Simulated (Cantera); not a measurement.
Input: 1 mol SiO₂, 12 mol HBr, at 4.00 Pa.

Equilibrium computed with Cantera from the NASA thermochemical tables; the gas is ideal and each condensed phase is pure. Candidate condensed phases: Br₂, H₂O, Si, SiO₂; 28 gas species. Kinetics and transport are ignored.

Problem. Which condensed phases are stable at each of these points (T (K)): 748, 773, 798, 823, 848, 873, 898, 923, 948, 973, 998, 1023, 1048?

Solution. 
```tsv
T (K)	condensed phases	Si condensed (%)
748	SiO₂(α-quartz)	100.0
773	SiO₂(α-quartz)	100.0
798	SiO₂(α-quartz)	100.0
823	SiO₂(α-quartz)	100.0
848	SiO₂(β-quartz)	100.0
873	SiO₂(β-quartz)	100.0
898	SiO₂(β-quartz)	100.0
923	SiO₂(β-quartz)	100.0
948	SiO₂(β-quartz)	100.0
973	SiO₂(β-quartz)	100.0
998	SiO₂(β-quartz)	100.0
1023	SiO₂(β-quartz)	100.0
1048	SiO₂(β-quartz)	100.0
```

From 748 K to 823 K the condensed part is SiO₂(α-quartz). From 848 K to 1048 K the condensed part is SiO₂(β-quartz).
